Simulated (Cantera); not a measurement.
# AlCl3 + NH3 + N2 (aluminium nitride and oxide growth)

Feed: 1 mol AlCl3, 11 mol NH3, 43 mol N2, held at 92.0 mbar.

Cantera equilibrium calculation (NASA polynomials, part measured and part estimated; ideal gas, pure solids and liquids). Candidate condensed phases: Al, AlCl3, AlN, NH4Cl; 20 gas species. The tables' values for AlCl2 are old estimates; treat these amounts as uncertain. Equilibrium is a limit: real reactors are often held back by kinetics, nucleation or transport.

```csv
T (K),x N2,x H2,x HCl,x AlCl,x AlCl3,x AlCl2,x H,n AlN(s)
1173,0.730,0.234,0.0318,2.21e-7,0.00453,5.13e-6,1.88e-7,0.700
1223,0.730,0.234,0.0315,9.55e-7,0.00465,1.25e-5,4.80e-7,0.692
1273,0.730,0.234,0.0312,3.67e-6,0.00475,2.85e-5,1.14e-6,0.685
1323,0.730,0.235,0.0308,1.27e-5,0.00483,6.08e-5,2.53e-6,0.676
1373,0.730,0.235,0.0305,4.01e-5,0.00489,0.000122,5.32e-6,0.667
1423,0.730,0.235,0.0301,0.000116,0.00491,0.000232,1.06e-5,0.653
1473,0.730,0.235,0.0297,0.000311,0.00487,0.000419,2.02e-5,0.630
1523,0.730,0.235,0.0290,0.000775,0.00472,0.000716,3.70e-5,0.590
1573,0.729,0.235,0.0281,0.00179,0.00440,0.00115,6.50e-5,0.515
1623,0.729,0.235,0.0265,0.00384,0.00382,0.00170,0.000111,0.379
1673,0.727,0.236,0.0241,0.00752,0.00296,0.00226,0.000182,0.152
1723,0.726,0.235,0.0236,0.0106,0.00199,0.00237,0.000292,0
1773,0.725,0.234,0.0252,0.0115,0.00129,0.00213,0.000454,0
1823,0.725,0.233,0.0264,0.0123,0.000812,0.00186,0.000690,0
```
x: gas mole fraction; n: condensed amount in mol.

From 1173 K to 1673 K the condensed part is AlN(s). From 1723 K to 1823 K nothing is condensed. The main Al-bearing gas is AlCl3 at 1173 K and AlCl at 1823 K.
